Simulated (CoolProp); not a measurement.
Vapour-liquid equilibrium of toluene (1) + n-nonane (2) at 433.1 K; x and y are mole fractions of (1).

Values from CoolProp's multi-fluid Helmholtz-energy mixture model, Lemmon 2006 and Lemmon 2006; pair parameters Bell 2016.

```
x     bubble pressure, mixture model (MPa)  bubble pressure, Raoult's law (MPa)  y, mixture model  y, Raoult's law
----  ------------------------------------  -----------------------------------  ----------------  ---------------
0.05                                0.1420                               0.1392             0.134            0.123
0.2                                 0.1815                               0.1714             0.415            0.400
0.35                                0.2177                               0.2036             0.591            0.590
0.5                                 0.2504                               0.2358             0.714            0.728
0.65                                0.2801                               0.2679             0.810            0.832
0.8                                 0.3077                               0.3001             0.893            0.914
0.95                                0.3343                               0.3323             0.973            0.981
```

The largest gap from Raoult's law is +6.9 % in bubble pressure, at x = 0.35. No azeotrope shows between x = 0.05 and 0.95.

The pair parameters rest on a limited set of measurements; away from them the model extrapolates.
